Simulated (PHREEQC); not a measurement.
Solution (25 °C): 0.00063 mol/kgw CaSO4, 0.00046 mol/kgw Na2SO4 and 0.023 mol/kgw KCl. Closed to the air; pH follows from the charge balance.

Equilibrium calculation in PHREEQC: ion-association model, phreeqc.dat.

This is a speciation only: nothing precipitates in the calculation.

Task: Order these S species by the share of S that they hold, largest first: NaSO4-, SO4-2, KSO4-, CaSO4.

Result: SO4-2 (89 %), KSO4- (7.7 %), CaSO4 (2.8 %), NaSO4- (0.22 %)

The ionic strength is 0.0266 mol/kgw. Complexes and solids missing from the database can't appear.
